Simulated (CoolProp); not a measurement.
Vapour-liquid equilibrium of carbon dioxide (1) + CH2F2 (R32) (2) at 252.7 K; x and y are mole fractions of (1).

Values from CoolProp's multi-fluid Helmholtz-energy mixture model, Span 1996 and Tillner-Roth 1997; pair parameters Bell 2016.

```json
[
 {"x": "0.05", "bubble pressure (MPa)": "0.4746", "y at the bubble point": "0.186", "dew pressure at overall composition x (MPa)": "0.4169", "liquid density (mol/L)": "21.64"},
 {"x": "0.15", "bubble pressure (MPa)": "0.6278", "y at the bubble point": "0.430", "dew pressure at overall composition x (MPa)": "0.4578", "liquid density (mol/L)": "21.80"},
 {"x": "0.25", "bubble pressure (MPa)": "0.7817", "y at the bubble point": "0.583", "dew pressure at overall composition x (MPa)": "0.5072", "liquid density (mol/L)": "21.97"},
 {"x": "0.35", "bubble pressure (MPa)": "0.9352", "y at the bubble point": "0.686", "dew pressure at overall composition x (MPa)": "0.5679", "liquid density (mol/L)": "22.16"},
 {"x": "0.45", "bubble pressure (MPa)": "1.088", "y at the bubble point": "0.763", "dew pressure at overall composition x (MPa)": "0.6442", "liquid density (mol/L)": "22.35"},
 {"x": "0.55", "bubble pressure (MPa)": "1.239", "y at the bubble point": "0.822", "dew pressure at overall composition x (MPa)": "0.7431", "liquid density (mol/L)": "22.55"},
 {"x": "0.65", "bubble pressure (MPa)": "1.390", "y at the bubble point": "0.870", "dew pressure at overall composition x (MPa)": "0.8754", "liquid density (mol/L)": "22.75"},
 {"x": "0.75", "bubble pressure (MPa)": "1.542", "y at the bubble point": "0.911", "dew pressure at overall composition x (MPa)": "1.059", "liquid density (mol/L)": "22.96"},
 {"x": "0.85", "bubble pressure (MPa)": "1.698", "y at the bubble point": "0.949", "dew pressure at overall composition x (MPa)": "1.324", "liquid density (mol/L)": "23.17"},
 {"x": "0.95", "bubble pressure (MPa)": "1.859", "y at the bubble point": "0.983", "dew pressure at overall composition x (MPa)": "1.704", "liquid density (mol/L)": "23.38"}
]
```

No azeotrope shows between x = 0.05 and 0.95.

The pair parameters rest on a limited set of measurements; away from them the model extrapolates.
